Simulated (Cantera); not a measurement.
**Transport properties of process gases**

Gas mixture: 35.0 % N₂, 28.6 % CH₃OH, 15.0 % CO₂, 21.4 % CO, at 6.60 Torr, frozen composition.

Cantera's kinetic-theory transport with the Lennard-Jones parameters of GRI-Mech 3.0, ideal gas; thermal conductivity in the mixture-averaged form. Polar gases are described roughly by these parameters. The composition is frozen, though it would react at the higher temperatures.

```tsv
T (K)	ρ (kg/m³)	cp (J/kg/K)	μ (µPa s)	λ (mW/m/K)	Pr	D (cm²/s) CH₃	D (cm²/s) OH	D (cm²/s) C₂H₂
400	0.00835	1186	18.6	30.0	0.734	38.0	53.9	27.9
600	0.00557	1375	25.9	47.0	0.757	78.3	109	58.2
800	0.00418	1531	32.3	63.8	0.775	129	178	96.5
1000	0.00334	1658	38.1	79.9	0.790	189	259	142
1200	0.00278	1752	43.3	95.2	0.798	257	352	194
1400	0.00239	1826	48.3	110	0.803	333	455	251
1600	0.00209	1884	52.9	124	0.806	416	569	314
1800	0.00186	1928	57.3	137	0.808	507	691	383
2000	0.00167	1963	61.4	149	0.809	604	824	457
```
D: mixture-averaged diffusion coefficient of that species in the mixture.
